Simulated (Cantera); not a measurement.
## Hydrocarbon pyrolysis for carbon deposition

An isothermal, constant-pressure homogeneous reactor starts with 5.56 % C2H6, 94.4 % H2, at 1773 K and 0.0132 atm.

Computed with Cantera and GRI-Mech 3.0 (53 species, 325 reactions). GRI-Mech 3.0 stops at C3 and has no aromatics, soot or wall deposition, so with more carbon than oxygen in the feed, carbon stays in small species such as C2H2 where larger ones or solid carbon would form. Radical loss at walls, strong at low pressure, is not modelled.

```
t (s)       x C2H6   x H2    x C2H2     x CH4    x C2H4    x CH2     x C2H
--------  --------  -----  --------  --------  --------  -------  --------
4.00e-6     0.0550  0.944  2.39e-11   5.10e-5   5.03e-7  6.21e-9    <1e-12
1.37e-5     0.0534  0.942   6.81e-9  0.000545   3.38e-5  2.44e-7    <1e-12
4.66e-5     0.0457  0.936   5.10e-6   0.00496   0.00143  5.96e-6  8.25e-11
0.000159    0.0148  0.912  0.000892    0.0364   0.00999  3.68e-5   4.96e-8
0.000543  0.000104  0.902    0.0103    0.0616   0.00630  3.24e-5   7.35e-7
0.00185    4.89e-5  0.909    0.0181    0.0597   0.00173  1.62e-5   7.80e-7
0.00632    2.32e-5  0.915    0.0229    0.0547  0.000719  6.90e-6   5.71e-7
0.0216     1.00e-5  0.921    0.0272    0.0477  0.000354  2.90e-6   4.22e-7
0.0737     5.03e-6  0.928    0.0326    0.0367  0.000189  1.90e-6   4.44e-7
0.251      1.67e-6  0.937    0.0406    0.0199   7.21e-5  1.36e-6   6.06e-7
0.858      2.19e-7  0.944    0.0468   0.00654   2.42e-5  6.80e-7   8.19e-7
2.93       1.59e-8  0.947    0.0491   0.00165   1.80e-5  2.23e-7   9.53e-7
10.0       1.37e-9  0.947    0.0497  0.000461   1.77e-5  6.60e-8   9.85e-7
```
x: mole fraction; the columns are a selection and need not sum to one.

Equilibrium at this temperature and pressure: C2H6 3.34e-10, H2 0.948, C2H2 0.0498, CH4 0.000194, C2H4 1.77e-5, CH2 2.80e-8, C2H 9.89e-7 (gas phase only).
